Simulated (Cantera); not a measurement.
An isothermal, constant-pressure homogeneous reactor starts with 20.4 % NH₃, 79.6 % N₂, at 2248 K and 10.00 Torr.

Model: the gas-phase N/H chemistry of the illustrative SiF4/NH3 mechanism in the Surface Chemkin manual (1991), integrated in Cantera. Walls and surfaces, which speed up NH3 decomposition in real reactors, are not modelled.

x: mole fraction; the columns are a selection and need not sum to one.

```json
[
 {"t (s)": "8.00e-6", "x NH₃": "0.204", "x H₂": "7.75e-7", "x N": "<1e-12", "x NH": "3.89e-11", "x N₂": "0.796", "x N₂H₂": "<1e-12"},
 {"t (s)": "2.67e-5", "x NH₃": "0.204", "x H₂": "5.44e-6", "x N": "<1e-12", "x NH": "(withheld)", "x N₂": "0.796", "x N₂H₂": "3.57e-11"},
 {"t (s)": "8.88e-5", "x NH₃": "0.204", "x H₂": "2.49e-5", "x N": "1.14e-11", "x NH": "(withheld)", "x N₂": "0.796", "x N₂H₂": "9.45e-10"},
 {"t (s)": "0.000296", "x NH₃": "0.204", "x H₂": "9.09e-5", "x N": "5.66e-10", "x NH": "(withheld)", "x N₂": "0.796", "x N₂H₂": "1.53e-8"},
 {"t (s)": "0.000987", "x NH₃": "0.203", "x H₂": "0.000326", "x N": "1.90e-8", "x NH": "(withheld)", "x N₂": "0.796", "x N₂H₂": "2.47e-7"},
 {"t (s)": "0.00329", "x NH₃": "0.201", "x H₂": "0.00182", "x N": "2.12e-7", "x NH": "(withheld)", "x N₂": "0.795", "x N₂H₂": "2.96e-6"},
 {"t (s)": "0.0110", "x NH₃": "0.191", "x H₂": "0.0148", "x N": "1.83e-6", "x NH": "(withheld)", "x N₂": "0.792", "x N₂H₂": "6.81e-6"},
 {"t (s)": "0.0365", "x NH₃": "0.157", "x H₂": "0.0573", "x N": "5.51e-6", "x NH": "(withheld)", "x N₂": "0.784", "x N₂H₂": "4.96e-6"},
 {"t (s)": "0.122", "x NH₃": "0.0870", "x H₂": "0.145", "x N": "8.20e-6", "x NH": "(withheld)", "x N₂": "0.767", "x N₂H₂": "2.26e-6"},
 {"t (s)": "0.405", "x NH₃": "0.0175", "x H₂": "0.231", "x N": "7.55e-6", "x NH": "(withheld)", "x N₂": "0.750", "x N₂H₂": "3.15e-7"},
 {"t (s)": "1.35", "x NH₃": "0.000157", "x H₂": "0.251", "x N": "4.10e-6", "x NH": "(withheld)", "x N₂": "0.744", "x N₂H₂": "1.22e-9"},
 {"t (s)": "4.50", "x NH₃": "1.88e-7", "x H₂": "0.242", "x N": "3.81e-7", "x NH": "(withheld)", "x N₂": "0.738", "x N₂H₂": "<1e-12"},
 {"t (s)": "15.0", "x NH₃": "1.88e-8", "x H₂": "0.235", "x N": "1.62e-7", "x NH": "2.35e-8", "x N₂": "0.734", "x N₂H₂": "<1e-12"},
 {"t (s)": "50.0", "x NH₃": "1.81e-8", "x H₂": "0.235", "x N": "1.61e-7", "x NH": "2.32e-8", "x N₂": "0.734", "x N₂H₂": "<1e-12"}
]
```

Question: Some entries are withheld; supply them.

Answer: 
- 2.67e-5, x NH: 1.05e-9
- 8.88e-5, x NH: 1.85e-8
- 0.000296, x NH: 2.82e-7
- 0.000987, x NH: 3.77e-6
- 0.00329, x NH: 2.19e-5
- 0.0110, x NH: 5.00e-5
- 0.0365, x NH: 6.23e-5
- 0.122, x NH: 5.66e-5
- 0.405, x NH: 3.00e-5
- 1.35, x NH: 4.12e-6
- 4.50, x NH: 9.00e-8
